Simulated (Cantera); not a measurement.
An isothermal, constant-pressure homogeneous reactor starts with N₂O : O₂ = 1 : 0.068 (molar parts), at 1200 K and 0.170 bar.

Model: GRI-Mech 3.0 (53 species, 325 reactions), integrated in Cantera. GRI-Mech 3.0 was tuned for natural gas; its chemistry of N2O as a main component is partial and can be far from experiment. The mechanism lacks the step 2 NO + O2 → 2 NO2, which can matter for NO2 below about 1400 K. The temperature is held fixed by assumption; the heat of reaction is taken as removed at once.

x: mole fraction; the columns are a selection and need not sum to one.

```csv
t (s),x N₂O,x O₂,x NO₂,x O,x N₂,x NO
3.00e-5,0.936,0.0637,<1e-12,(withheld),1.87e-6,9.59e-8
0.000111,0.936,0.0637,<1e-12,1.72e-6,8.70e-6,7.73e-7
0.000412,0.936,0.0637,1.85e-11,1.81e-6,3.63e-5,3.82e-6
0.00152,0.936,0.0637,2.91e-10,1.81e-6,0.000139,1.52e-5
0.00565,0.936,0.0639,4.06e-9,1.81e-6,0.000519,5.72e-5
0.0209,0.933,0.0645,5.25e-8,1.81e-6,0.00192,0.000213
0.0775,0.925,0.0668,5.72e-7,1.81e-6,0.00708,0.000783
0.287,0.897,0.0749,4.10e-6,1.81e-6,0.0257,0.00284
1.06,0.800,0.102,1.77e-5,1.79e-6,0.0882,0.00972
3.94,0.541,0.176,5.47e-5,1.73e-6,0.256,0.0279
14.6,0.164,0.283,0.000110,(withheld),0.499,0.0528
54.0,0.00884,0.330,0.000179,(withheld),0.602,0.0595
200,4.27e-6,0.332,0.000514,(withheld),0.608,0.0590
```

Task: Complete the blanks.

Result: 
- 3.00e-5, x O: 1.00e-6
- 14.6, x O: 1.38e-6
- 54.0, x O: 2.51e-7
- 200, x O: 3.54e-8
